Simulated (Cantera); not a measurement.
Feed: 1 mol SiHCl3, 0.12 mol HCl, 1500 mol H2, equilibrated at 100 Torr.

Method: chemical equilibrium by Gibbs-energy minimisation in Cantera with the NASA 1993 tables (ideal gas, pure condensed phases). Candidate condensed phases: Si; 19 gas species. Gases not in the tables: Si2H6 and higher silanes. The numbers say what is thermodynamically allowed, not how fast it happens.

x: gas mole fraction; n: condensed amount in mol.

| T (°C) | x H2 | x H | x HCl | x Si | n Si(s) | n Si(l) |
|---|---|---|---|---|---|---|
| 875 | 0.998 | 1.96e-7 | 0.00205 | 1.37e-12 | 0.980 | 0 |
| 975 | 0.998 | 1.28e-6 | 0.00205 | 5.82e-11 | 0.982 | 0 |
| 1075 | 0.998 | 6.33e-6 | 0.00205 | 1.41e-9 | 0.981 | 0 |
| 1175 | 0.998 | 2.52e-5 | 0.00205 | 2.19e-8 | 0.979 | 0 |
| 1275 | 0.998 | 8.42e-5 | 0.00205 | 2.38e-7 | 0.974 | 0 |
| 1375 | 0.998 | 0.000244 | 0.00205 | 1.93e-6 | 0.959 | 0 |
| 1475 | 0.997 | … | 0.00205 | … | 0 | … |
| 1575 | 0.996 | 0.00145 | 0.00205 | 4.71e-5 | 0 | 0.818 |
| 1675 | 0.995 | 0.00309 | 0.00204 | 0.000174 | 0 | 0.517 |
| 1775 | 0.991 | … | 0.00204 | … | 0 | 0 |
| 1875 | 0.986 | 0.0113 | 0.00204 | 0.000493 | 0 | 0 |
| 1975 | 0.977 | 0.0199 | 0.00202 | 0.000530 | 0 | 0 |
| 2075 | 0.964 | 0.0332 | 0.00199 | 0.000554 | 0 | 0 |
| 2175 | 0.944 | 0.0530 | 0.00194 | 0.000568 | 0 | 0 |

**Question.** Fill in the missing entries.

**Answer.** 
- 1775, x H: 0.00611
- 1775, x Si: 0.000436
- 1475, x H: 0.000625
- 1475, x Si: 1.09e-5
- 1475, n Si(l): 0.922
